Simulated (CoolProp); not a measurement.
Vapour-liquid equilibrium of R143a (1) + fluoroethane (R161) (2) at 0.888 MPa; x and y are mole fractions of (1).

The numbers come from the multi-fluid Helmholtz-energy mixture model, Lemmon and Jacobsen 2000 and Wu 2012; pair parameters Bell 2016 in CoolProp.

```json
[
 {"x": "0.05", "bubble temperature, mixture model (°C)": "22.8", "bubble temperature, Raoult's law (°C)": "22.9", "y, mixture model": "0.066", "y, Raoult's law": "0.067"},
 {"x": "0.2", "bubble temperature, mixture model (°C)": "20.7", "bubble temperature, Raoult's law (°C)": "21.0", "y, mixture model": "0.248", "y, Raoult's law": "0.255"},
 {"x": "0.35", "bubble temperature, mixture model (°C)": "18.8", "bubble temperature, Raoult's law (°C)": "19.1", "y, mixture model": "0.412", "y, Raoult's law": "0.425"},
 {"x": "0.5", "bubble temperature, mixture model (°C)": "17.1", "bubble temperature, Raoult's law (°C)": "17.4", "y, mixture model": "0.562", "y, Raoult's law": "0.580"},
 {"x": "0.65", "bubble temperature, mixture model (°C)": "15.5", "bubble temperature, Raoult's law (°C)": "15.7", "y, mixture model": "0.703", "y, Raoult's law": "0.720"},
 {"x": "0.8", "bubble temperature, mixture model (°C)": "14.0", "bubble temperature, Raoult's law (°C)": "14.1", "y, mixture model": "0.835", "y, Raoult's law": "0.847"},
 {"x": "0.95", "bubble temperature, mixture model (°C)": "12.6", "bubble temperature, Raoult's law (°C)": "12.6", "y, mixture model": "0.960", "y, Raoult's law": "0.963"}
]
```

The largest gap from Raoult's law is -0.3 K in bubble temperature, at x = 0.35. No azeotrope shows between x = 0.05 and 0.95.

Pair parameters are fitted to limited data, so mixtures are less certain than the pure fluids.
